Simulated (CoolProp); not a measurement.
Model: reference Helmholtz-energy equation of state, Thol 2015, in CoolProp.

Question: Give the vapour pressure (MPa), liquid density (kg/m³), vapour density (kg/m³), enthalpy of vaporisation (kJ/kg) of saturated octamethylcyclotetrasiloxane (D4) at 474.8 K.

Answer: 
| T (K) | p (MPa) | liquid density (kg/m³) | vapour density (kg/m³) | enthalpy of vaporisation (kJ/kg) |
|---|---|---|---|---|
| 474.8 | 0.187 | 727 | 16.0 | 120 |
